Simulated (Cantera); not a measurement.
A Cantera script and its output.

```python
import numpy as np
import cantera as ct

gas = ct.Solution("SiF4_NH3_mec.yaml", "gas")
gas.TPX = 1650, 17000, {'NH3': 0.72, 'N2': 1.4}
reactor = ct.IdealGasConstPressureReactor(gas, energy="off", clone=False)
net = ct.ReactorNet([reactor])
net.rtol, net.atol = 1e-08, 1e-18
show = ['NH3', 'N2', 'N2H2', 'N2H4', 'NH2']
times = np.geomspace(8e-05, 20, 9)

steps = ct.SolutionArray(gas, extra=["t"])
rows = []
print(f"{'t/s':>10s}{'T/K':>9s}{'P/Pa':>11s}" + "".join(f"{s:>11s}" for s in show))
for t in times:
    while net.time < t:
        t_next = net.step()
        steps.append(gas.state, t=t_next)
    rows.append([np.interp(t, steps.t, y) for y in (steps.T, steps.P, *steps(*show).X.T)])
    print(f"{t:10.3e}{rows[-1][0]:9.1f}{rows[-1][1]:11.4g}" + "".join(f"{x:11.3e}" for x in rows[-1][2:]))
rate = np.gradient(steps.T, steps.t)
print("integrator steps:", len(steps.t))
if steps.T.max() > steps.T[0] + 200:
    print(f"time of steepest temperature rise: {steps.t[rate.argmax()]:.4e} s")
gas.TPX = 1650, 17000, {'NH3': 0.72, 'N2': 1.4}
gas.equilibrate("TP")
print(f"equilibrium (TP): T = {gas.T:.1f} K  " + "  ".join(f"{s} {gas[s].X[0]:.3e}" for s in show))
```

Result:

```
       t/s      T/K       P/Pa        NH3         N2       N2H2       N2H4        NH2
 8.000e-05   1650.0    1.7e+04  3.396e-01  6.604e-01  9.592e-12  1.770e-12  9.324e-07
 3.783e-04   1650.0    1.7e+04  3.396e-01  6.604e-01  4.273e-10  4.810e-11  4.444e-06
 1.789e-03   1650.0    1.7e+04  3.396e-01  6.604e-01  1.220e-08  1.111e-09  2.096e-05
 8.459e-03   1650.0    1.7e+04  3.395e-01  6.603e-01  2.508e-07  1.955e-08  8.761e-05
 4.000e-02   1650.0    1.7e+04  3.384e-01  6.602e-01  5.197e-07  3.874e-08  1.233e-04
 1.891e-01   1650.0    1.7e+04  3.331e-01  6.596e-01  5.094e-07  3.555e-08  1.181e-04
 8.944e-01   1650.0    1.7e+04  3.096e-01  6.568e-01  4.536e-07  2.835e-08  1.055e-04
 4.229e+00   1650.0    1.7e+04  2.264e-01  6.468e-01  2.777e-07  1.647e-08  8.041e-05
 2.000e+01   1650.0    1.7e+04  7.923e-02  6.292e-01  5.918e-08  3.362e-09  3.635e-05
integrator steps: 1046
equilibrium (TP): T = 1650.0 K  NH3 1.274e-06  N2 6.197e-01  N2H2 8.348e-15  N2H4 3.246e-18  NH2 1.127e-09
```

Model: the gas-phase N/H chemistry of the illustrative SiF4/NH3 mechanism in the Surface Chemkin manual (1991), integrated in Cantera. Walls and surfaces, which speed up NH3 decomposition in real reactors, are not modelled.
